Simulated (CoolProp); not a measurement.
Vapour-liquid equilibrium of benzene (1) + dimethyl carbonate (2) at 108.25 °C; x and y are mole fractions of (1).

Model: multi-fluid Helmholtz-energy mixture model, Thol 2012 and Zhou 2011; pair parameters Bell 2016, in CoolProp.

```csv
x,"bubble pressure, mixture model (bar)","bubble pressure, Raoult's law (bar)","y, mixture model","y, Raoult's law"
0.05,1.807,1.773,0.079,0.063
0.125,1.886,1.810,0.182,0.155
0.2,1.954,1.847,0.272,0.243
0.275,2.014,1.884,0.353,0.327
0.35,2.066,1.921,0.426,0.408
0.425,2.111,1.958,0.495,0.486
0.5,2.149,1.994,0.559,0.562
0.575,2.181,2.031,0.622,0.634
0.65,2.206,2.068,0.684,0.704
0.725,2.226,2.105,0.746,0.772
0.8,2.239,2.142,0.810,0.837
0.875,2.246,2.179,0.877,0.900
0.95,2.245,2.216,0.949,0.961
```

The largest gap from Raoult's law is +7.8 % in bubble pressure, at x = 0.425. y crosses x between x = 0.875 and 0.95: the model has an azeotrope there.

The pair parameters rest on a limited set of measurements; away from them the model extrapolates.
